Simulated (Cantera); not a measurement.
A freely propagating, adiabatic, planar premixed flame of H2 : O2 : N2 = 1 : 0.521 : 1.96 (molar parts), unburnt at 700 K and 0.168 atm; mixture-averaged transport, grid criteria slope 0.08 and curve 0.16, no radiation.

Model: the H2/O2 subset of GRI-Mech 3.0, which has no nitrogen chemistry, integrated in Cantera. Burning velocities carry a grid error of a few per cent, more on coarse grids.

How do the results move with these cheaper or finer settings: unity-Lewis-number transport; multicomponent transport; multicomponent+Soret transport; grid criteria slope 0.5, curve 1; grid criteria slope 0.25, curve 0.5; grid criteria slope 0.03, curve 0.06?


```tsv
setting	laminar burning velocity	thermal thickness	peak x(O)	peak x(H)	grid points
as above	842 cm/s	5.28 mm	0.0181	0.0909	129
unity-Lewis-number transport	533 cm/s	3.77 mm	0.0182	0.0944	129
multicomponent transport	828 cm/s	5.24 mm	0.0181	0.0906	129
multicomponent+Soret transport	802 cm/s	5.21 mm	0.0180	0.0892	129
grid criteria slope 0.5, curve 1	1340 cm/s	10.3 mm	0.0182	0.0918	46
grid criteria slope 0.25, curve 0.5	1020 cm/s	6.66 mm	0.0186	0.0914	66
grid criteria slope 0.03, curve 0.06	802 cm/s	4.98 mm	0.0180	0.0903	266
```
Unity Lewis numbers drop preferential diffusion, which matters most where H2 and H carry the flame; Soret adds thermal diffusion.
